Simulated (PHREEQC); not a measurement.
Dissolve 0.43 mmol/kgw H2S at 20 °C. Closed to the air; pH follows from the charge balance.

Computed with PHREEQC (ion-association model, phreeqc.dat).

No solid was allowed to form.

Question: What pH, ionic strength does the model give?

Answer: pH 5.19; ionic strength 6.45e-6 mol/kgw.

Question: In which forms is S present?

Answer: H2S 98 %, HS- 1.5 % of the S.
